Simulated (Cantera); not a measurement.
Mixture: CO : H2 : CH4 : O2 : N2 = 1 : 1.2 : 1.2 : 4.12 : 16.9 (molar parts), at 8250 Torr, adiabatic and at constant pressure. Ignition delay is the time to a rise of 400 K.

Detailed kinetics in Cantera: GRI-Mech 3.0 (53 species, 325 reactions).

### Question
What does this change do: 2.2 parts H2O added?

### Answer
```
quantity                                                before       after
--------------------------------------------------  ----------  ----------
delay at 1050 K                                        2.87 ms     4.28 ms
delay at 1125 K                                       0.613 ms     1.05 ms
delay at 1200 K                                       0.196 ms    0.325 ms
delay at 1275 K                                        88.0 µs    0.130 ms
delay at 1350 K                                        47.7 µs     64.4 µs
delay at 1425 K                                        28.5 µs     36.4 µs
apparent activation energy between 1275 and 1425 K  110 kJ/mol  130 kJ/mol
```
